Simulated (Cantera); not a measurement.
Input: 1 mol B2O3, 0.78 mol O2, 6.1 mol H2, 19 mol NH3, equilibrated at 1398 K and 368 Torr.

Method: chemical equilibrium by Gibbs-energy minimisation in Cantera with the NASA 1993 tables (ideal gas, pure condensed phases). Candidate condensed phases: B, BN, B2O3, B3O3H3, H2O; 39 gas species. Gases not in the tables: H3BO3. Kinetics and transport are ignored.

Base state: H2 0.748, N2 0.215, H2O 0.0341, HBO2 0.00242, (HBO2)3 2.69e-5, HBO 1.47e-5, NH3 1.27e-5 (mole fractions); condensed: B2O3(l).

What changes in the equilibrium state with this change: pressure from 368 Torr to 75.0 Torr?


```tsv
species	before	after
H2	0.748	0.747
N2	0.215	0.215
H2O	0.0341	0.0327
HBO2	0.00242	0.00523
NH3	1.27e-5	2.58e-6
B2O3	4.68e-6	2.29e-5
B2O3(l), mol	0.944	0.882
```
